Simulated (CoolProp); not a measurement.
Decamethyltetrasiloxane (MD2M) along the isobar 0.805 MPa: Z from the reference equation and from simpler models built on Tc = 326.2 °C, pc = 1.144 MPa, ω = 0.635; each cubic takes its own stable root.

Values from CoolProp's reference Helmholtz-energy equation of state, Thol 2017.

```csv
T (°C),phase,reference
14.55,liquid,0.1216
34.55,liquid,0.1163
54.65,liquid,0.1118
74.75,liquid,0.1080
94.75,liquid,0.1048
114.85,liquid,0.1020
134.85,liquid,0.09978
154.95,liquid,0.09799
174.95,liquid,0.09666
195.05,liquid,0.09583
```

Question: How far does each simpler model (van der Waals, Redlich-Kwong, Soave-Redlich-Kwong, Peng-Robinson) lie from the reference over these 10 states: mean and median of the absolute difference, and the worst?

Answer: 
- van der Waals: mean 76.5 %, median 76.1 %, worst +80.3 % at 14.55 °C and 0.805 MPa
- Redlich-Kwong: mean 21.5 %, median 21.3 %, worst +22.8 % at 195.05 °C and 0.805 MPa
- Soave-Redlich-Kwong: mean 12.7 %, median 12.1 %, worst +15.9 % at 14.55 °C and 0.805 MPa
- Peng-Robinson: mean 1.4 %, median 1.4 %, worst +3.4 % at 14.55 °C and 0.805 MPa
